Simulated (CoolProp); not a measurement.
Vapour-liquid equilibrium of toluene (1) + ethylbenzene (2) at 0.318 bar; x and y are mole fractions of (1).

The numbers come from the multi-fluid Helmholtz-energy mixture model, Lemmon 2006 and Zhou 2012; pair parameters Bell 2016 in CoolProp.

```
x     bubble temperature (°C)  y at the bubble point  dew temperature at overall composition x (°C)  liquid density (mol/L)
----  -----------------------  ---------------------  ---------------------------------------------  ----------------------
0.05                     96.0                  0.104                                           96.9                   7.573
0.15                     92.9                  0.277                                           95.2                   7.700
0.25                     90.2                  0.417                                           93.4                   7.828
0.35                     87.7                  0.536                                           91.5                   7.958
0.45                     85.4                  0.639                                           89.5                   8.089
0.55                     83.2                  0.728                                           87.4                   8.223
0.65                     81.0                  0.806                                           85.1                   8.359
0.75                     79.0                  0.874                                           82.6                   8.497
0.85                     77.0                  0.931                                           79.7                   8.637
0.95                     75.2                  0.979                                           76.3                   8.778
```

No azeotrope shows between x = 0.05 and 0.95.

The pair parameters rest on a limited set of measurements; away from them the model extrapolates.
